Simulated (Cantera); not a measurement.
What does this Cantera script print?

```python
import numpy as np
import cantera as ct

surf = ct.Interface("ptcombust.yaml", "Pt_surf")
gas = surf.adjacent["gas"]
gas.TPX = 300, 17000, {'H2': 0.013, 'O2': 0.067, 'N2': 0.79}
jet = ct.ImpingingJet(gas=gas, width=0.03, surface=surf)
jet.inlet.mdot, jet.inlet.T, jet.inlet.X = 0.12, 300, {'H2': 0.013, 'O2': 0.067, 'N2': 0.79}
jet.set_refine_criteria(ratio=10, slope=0.2, curve=0.3)
show, cover = ['H2', 'O2', 'H2O', 'OH'], ["PT(S)", "H(S)", "O(S)", "OH(S)", "CO(S)", "C(S)"]

rows = []
print(f"{'Ts/K':>7s}" + "".join(f"{s:>11s}" for s in show + cover) + "   (gas at the wall, coverages)")
for i, Ts in enumerate([600, 650, 700, 750, 800]):
    jet.surface.T = Ts
    if i == 0:
        surf.TP = Ts, 17000
        surf.coverages = "PT(S):0.5, O(S):0.5"
        surf.advance_coverages(1.0)
        jet.set_initial_guess(products="inlet")
    jet.solve(loglevel=0, auto=(i == 0))
    rows.append([*(jet.X[gas.species_index(s), -1] for s in show), *surf[cover].coverages])
    print(f"{Ts:7g}" + "".join(f"{x:11.3e}" for x in rows[-1]))
```

Result:

```
   Ts/K         H2         O2        H2O         OH      PT(S)       H(S)       O(S)      OH(S)      CO(S)       C(S)   (gas at the wall, coverages)
    600  1.697e-03  6.274e-02  2.583e-02  7.519e-13  4.445e-02  1.272e-09  9.496e-01  5.941e-03 -1.667e-21 -1.223e-25
    650  1.682e-03  6.277e-02  2.568e-02  9.682e-12  4.691e-02  1.881e-09  9.491e-01  3.991e-03  1.070e-17  4.121e-30
    700  1.598e-03  6.272e-02  2.568e-02  8.432e-11  5.176e-02  3.182e-09  9.453e-01  2.893e-03  2.755e-18  2.045e-27
    750  1.326e-03  6.247e-02  2.606e-02  5.202e-10  6.594e-02  6.791e-09  9.317e-01  2.365e-03  5.170e-20  2.736e-26
    800  9.645e-04  6.211e-02  2.663e-02  2.326e-09  9.645e-02  1.781e-08  9.014e-01  2.135e-03  2.334e-19  8.638e-28
```

Cantera simulation using Deutschmann's 1995 Pt surface mechanism with GRI-Mech 3.0 gas chemistry; the numbers are that mechanism's predictions, not measurements. Catalytic surfaces can have several steady states; this one follows from the mechanism file's or the stated starting coverage.
